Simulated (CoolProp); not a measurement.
Saturated liquid density (kg/m³) of R13: the reference equation beside estimates from Tc = 29.9 °C, pc = 3973 kPa, ω = 0.175. Rackett uses Z = 0.29056 − 0.08775 ω.

The numbers come from the reference Helmholtz-energy equation of state, Platzer 1990 in CoolProp. This equation is an older, rougher fit; its heat capacities, sound speeds and derivatives of the liquid may be far off and weren't checked against measurements.

```csv
T (°C),reference,Rackett,van der Waals,Redlich-Kwong,Soave-Redlich-Kwong,Peng-Robinson
-47.75,[?],1435,902.7,1296,1333,1511
-38.75,1341,1392,875.2,1247,1285,1457
-29.85,1298,1347,[?],1194,1233,1399
-20.85,1250,1298,814.0,1137,1175,1333
-11.85,[?],1245,778.8,1073,1111,1260
-2.95,1139,1186,740.0,1004,[?],1177
6.05,1070,1117,694.8,923.2,954.9,1079
15.05,982.7,1032,640.0,826.9,852.9,958.6
```

Problem. Complete the blanks.

Solution. 
- -47.75, reference: 1382
- -29.85, van der Waals: 846.0
- -11.85, reference: 1198
- -2.95, Soave-Redlich-Kwong: 1039

Absolute difference from the reference over all 8 rows, mean and median: Rackett 4.1 and 3.9 %, van der Waals 34.9 and 34.9 %, Redlich-Kwong 10.3 and 9.7 %, Soave-Redlich-Kwong 7.3 and 6.6 %, Peng-Robinson 5.5 and 5.9 %.
